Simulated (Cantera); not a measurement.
Charge: 1 mol TiO2, 0.5 mol HCl, at 1423.15 K.

Equilibrium computed with Cantera from the NASA thermochemical tables; the gas is ideal and each condensed phase is pure. Candidate condensed phases: H2O, Ti, TiCl2, TiCl3, TiCl4, TiO, TiO2, Ti2O3, Ti3O5, Ti4O7; 23 gas species. Gases not in the tables: TiO(OH)2. Rates play no part.

log p: log10 of the partial pressure in bar; n: condensed amount in mol.

```json
[
 {"P (Pa)": "1000", "log p HCl": "-2.00", "log p H2O": "-4.67", "log p TiCl4": "-4.99", "log p Cl": "-4.74", "log p H2": "-5.05", "n TiO2(rutile)": "0.999"},
 {"P (Pa)": "2700", "log p HCl": "-1.57", "log p H2O": "-4.10", "log p TiCl4": "-4.41", "log p Cl": "-4.46", "log p H2": "-4.75", "n TiO2(rutile)": "0.999"},
 {"P (Pa)": "7200", "log p HCl": "-1.15", "log p H2O": "-3.53", "log p TiCl4": "-3.84", "log p Cl": "-4.18", "log p H2": "-4.45", "n TiO2(rutile)": "0.999"},
 {"P (Pa)": "19000", "log p HCl": "?", "log p H2O": "?", "log p TiCl4": "?", "log p Cl": "?", "log p H2": "?", "n TiO2(rutile)": "0.999"},
 {"P (Pa)": "52000", "log p HCl": "-0.29", "log p H2O": "-2.39", "log p TiCl4": "-2.69", "log p Cl": "-3.65", "log p H2": "-3.81", "n TiO2(rutile)": "0.998"},
 {"P (Pa)": "140000", "log p HCl": "0.14", "log p H2O": "-1.82", "log p TiCl4": "-2.12", "log p Cl": "-3.39", "log p H2": "-3.47", "n TiO2(rutile)": "0.997"},
 {"P (Pa)": "370000", "log p HCl": "?", "log p H2O": "?", "log p TiCl4": "?", "log p Cl": "?", "log p H2": "?", "n TiO2(rutile)": "0.996"},
 {"P (Pa)": "1000000", "log p HCl": "0.99", "log p H2O": "-0.69", "log p TiCl4": "-0.99", "log p Cl": "-2.91", "log p H2": "-2.73", "n TiO2(rutile)": "0.995"}
]
```

Task: Fill in the missing entries.

Result: 
- 19000, log p HCl: -0.73
- 19000, log p H2O: -2.97
- 19000, log p TiCl4: -3.28
- 19000, log p Cl: -3.92
- 19000, log p H2: -4.15
- 370000, log p HCl: 0.56
- 370000, log p H2O: -1.26
- 370000, log p TiCl4: -1.56
- 370000, log p Cl: -3.15
- 370000, log p H2: -3.11
